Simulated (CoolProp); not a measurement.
CF4 (R14) along the isotherm -42.75 °C: density (kg/m³) from the reference equation and from simpler models built on Tc = -45.8 °C, pc = 3.762 MPa, ω = 0.178; each cubic takes its own stable root.

Model: reference Helmholtz-energy equation of state, Platzer 1990, in CoolProp. This equation is an older, rougher fit; its heat capacities, sound speeds and derivatives of the liquid may be far off and weren't checked against measurements.

| p (MPa) | phase | reference | ideal gas | van der Waals | Soave-Redlich-Kwong | Peng-Robinson |
|---|---|---|---|---|---|---|
| 0.0595 | gas | 2.748 | 2.733 | 2.746 | 2.748 | 2.749 |
| 0.106 | gas | 4.915 | 4.870 | 4.910 | 4.915 | 4.920 |
| 0.188 | gas | 8.782 | 8.637 | 8.764 | 8.781 | 8.798 |
| 0.335 | gas | 15.86 | 15.39 | 15.80 | 15.86 | 15.91 |
| 0.595 | gas | 28.88 | 27.33 | 28.69 | 28.88 | 29.06 |
| 1.06 | gas | 53.98 | 48.70 | 53.35 | 53.99 | 54.61 |
| 1.88 | gas | 105.9 | 86.37 | 103.6 | 105.9 | 108.3 |
| 3.35 | gas | 256.5 | 153.9 | 244.0 | 254.3 | 266.6 |
| 5.95 | supercritical | 999.5 | 273.3 | 746.9 | 882.6 | 975.5 |
| 10.6 | supercritical | 1140 | 487.0 | 866.8 | 1070 | 1188 |
| 18.8 | supercritical | 1248 | 863.7 | 960.9 | 1220 | 1357 |
